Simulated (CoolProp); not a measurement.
Vapour pressure (kPa) of acetone: the reference equation beside estimates from Tc = 508.1 K, pc = 4692 kPa, ω = 0.307.

The numbers come from the reference Helmholtz-energy equation of state, Lemmon 2006 in CoolProp. It is a short technical equation, of lower accuracy than the large ones.

```json
[
 {"T (K)": "376.4", "reference": "404.4", "Lee-Kesler": "407.4", "Soave-Redlich-Kwong": "407.4", "Peng-Robinson": "403.9"},
 {"T (K)": "384.3", "reference": "491.3", "Lee-Kesler": "496.0", "Soave-Redlich-Kwong": "496.4", "Peng-Robinson": "491.4"},
 {"T (K)": "392.2", "reference": "591.8", "Lee-Kesler": "598.4", "Soave-Redlich-Kwong": "599.6", "Peng-Robinson": "592.8"},
 {"T (K)": "400.1", "reference": "707.1", "Lee-Kesler": "715.8", "Soave-Redlich-Kwong": "718.2", "Peng-Robinson": "709.4"},
 {"T (K)": "408", "reference": "838.8", "Lee-Kesler": "849.5", "Soave-Redlich-Kwong": "853.7", "Peng-Robinson": "842.6"},
 {"T (K)": "415.9", "reference": "988.3", "Lee-Kesler": "1001", "Soave-Redlich-Kwong": "1008", "Peng-Robinson": "994.1"},
 {"T (K)": "423.8", "reference": "1157", "Lee-Kesler": "1171", "Soave-Redlich-Kwong": "1181", "Peng-Robinson": "1165"},
 {"T (K)": "431.7", "reference": "1347", "Lee-Kesler": "1363", "Soave-Redlich-Kwong": "1376", "Peng-Robinson": "1358"},
 {"T (K)": "439.6", "reference": "1559", "Lee-Kesler": "1576", "Soave-Redlich-Kwong": "1594", "Peng-Robinson": "1573"},
 {"T (K)": "447.5", "reference": "1796", "Lee-Kesler": "1814", "Soave-Redlich-Kwong": "1837", "Peng-Robinson": "1814"}
]
```

Absolute difference from the reference over all 10 rows, mean and median: Lee-Kesler 1.1 and 1.2 %, Soave-Redlich-Kwong 1.7 and 1.9 %, Peng-Robinson 0.5 and 0.5 %.
